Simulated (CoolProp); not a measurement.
n-heptane along the isotherm 326.85 °C: density (kg/m³) from the reference equation and from simpler models built on Tc = 268.1 °C, pc = 2.774 MPa, ω = 0.349; each cubic takes its own stable root.

Model: reference Helmholtz-energy equation of state, Span 2003, in CoolProp. It is a short technical equation, of lower accuracy than the large ones.

```
p (MPa)          phase  reference
-------  -------------  ---------
0.0439             gas     0.8851
0.074              gas      1.496
0.125              gas      2.538
0.211              gas      4.318
0.356              gas      7.382
0.6                gas      12.73
1.01               gas      22.35
1.71               gas      41.06
2.89     supercritical      82.82
4.87     supercritical      213.4
8.22     supercritical      355.7
13.9     supercritical      422.6
```

Problem. How far does each simpler model (Redlich-Kwong, Soave-Redlich-Kwong, Peng-Robinson) lie from the reference over these 12 states: mean and median of the absolute difference, and the worst?

Solution. 
- Redlich-Kwong: mean 1.9 %, median 0.4 %, worst -9.1 % at 326.85 °C and 8.22 MPa
- Soave-Redlich-Kwong: mean 3.7 %, median 0.3 %, worst -15.2 % at 326.85 °C and 8.22 MPa
- Peng-Robinson: mean 1.8 %, median 0.8 %, worst -7.7 % at 326.85 °C and 4.87 MPa
